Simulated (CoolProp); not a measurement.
Vapour-liquid equilibrium of CHF3 (R23) (1) + R134a (2) at 277.5 K; x and y are mole fractions of (1).

Computed with CoolProp (multi-fluid Helmholtz-energy mixture model, Penoncello 2003 and Tillner-Roth 1994; pair parameters Bell 2016).

| x | bubble pressure, mixture model (MPa) | bubble pressure, Raoult's law (MPa) | y, mixture model | y, Raoult's law |
|---|---|---|---|---|
| 0.05 | 0.4367 | 0.4648 | … | 0.301 |
| 0.125 | 0.5814 | 0.6493 | 0.448 | 0.539 |
| 0.2 | 0.7298 | 0.8339 | 0.580 | 0.672 |
| 0.275 | … | 1.018 | 0.672 | 0.757 |
| 0.35 | 1.042 | 1.203 | 0.739 | 0.815 |
| 0.425 | 1.206 | 1.387 | 0.790 | 0.858 |
| 0.5 | 1.378 | 1.572 | 0.832 | 0.891 |
| 0.575 | … | 1.756 | 0.866 | 0.917 |
| 0.65 | 1.746 | 1.941 | 0.895 | 0.938 |
| 0.725 | 1.945 | 2.125 | 0.921 | 0.956 |
| 0.8 | 2.155 | 2.310 | 0.944 | 0.970 |
| 0.875 | 2.379 | 2.494 | 0.965 | 0.983 |
| 0.95 | 2.623 | 2.679 | 0.986 | 0.994 |

Some entries are withheld; supply them.


- 0.05, y, mixture model: 0.234
- 0.275, bubble pressure, mixture model (MPa): 0.8829
- 0.575, bubble pressure, mixture model (MPa): 1.558

The largest gap from Raoult's law is -13.4 % in bubble pressure, at x = 0.35. No azeotrope shows between x = 0.05 and 0.95.

The pair parameters rest on a limited set of measurements; away from them the model extrapolates.
